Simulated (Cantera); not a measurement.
## Stirred combustor or abatement burner

A perfectly stirred reactor is fed with 37.1 % H2, 13.2 % O2, 49.7 % N2, at 623 Torr; it is adiabatic with a 300 K inlet, and is followed from long to short residence time, starting on the burning branch (τ in s: 0.4, 0.2, 0.099, 0.049, 0.024, 0.012, 0.006, 0.003, 0.0015, 0.00074, 0.00037, 0.00018, 9.1e-05).

Model: GRI-Mech 3.0 (53 species, 325 reactions), integrated in Cantera.

| τ (s) | T (K) | x H2 | x O2 | x H2O | x O | x HO2 |
|---|---|---|---|---|---|---|
| 0.40 | 2280 | 0.121 | 4.23e-5 | 0.302 | 3.43e-5 | 2.30e-8 |
| 0.20 | 2277 | 0.121 | 5.58e-5 | 0.302 | 4.23e-5 | 3.02e-8 |
| 0.099 | 2270 | 0.121 | 8.10e-5 | 0.302 | 5.82e-5 | 4.48e-8 |
| 0.049 | 2259 | 0.120 | 0.000127 | 0.301 | 8.94e-5 | 7.35e-8 |
| 0.024 | 2242 | 0.120 | 0.000210 | 0.299 | 0.000150 | 1.29e-7 |
| 0.012 | 2217 | 0.119 | 0.000354 | 0.298 | 0.000259 | 2.23e-7 |
| 0.0060 | 2183 | 0.118 | 0.000601 | 0.295 | 0.000452 | 3.77e-7 |
| 0.0030 | 2136 | 0.116 | 0.00101 | 0.291 | 0.000774 | 6.21e-7 |
| 0.0015 | 2073 | 0.115 | 0.00167 | 0.287 | 0.00128 | 9.99e-7 |
| 0.00074 | 1992 | 0.113 | 0.00268 | 0.281 | 0.00204 | 1.60e-6 |
| 0.00037 | 1893 | 0.111 | 0.00409 | 0.274 | 0.00300 | 2.52e-6 |
| 0.00018 | 1773 | 0.109 | 0.00617 | 0.266 | 0.00413 | 4.08e-6 |
| 9.1e-5 | 1646 | 0.108 | 0.00908 | 0.257 | 0.00514 | 6.67e-6 |
x: mole fraction; the columns are a selection and need not sum to one.
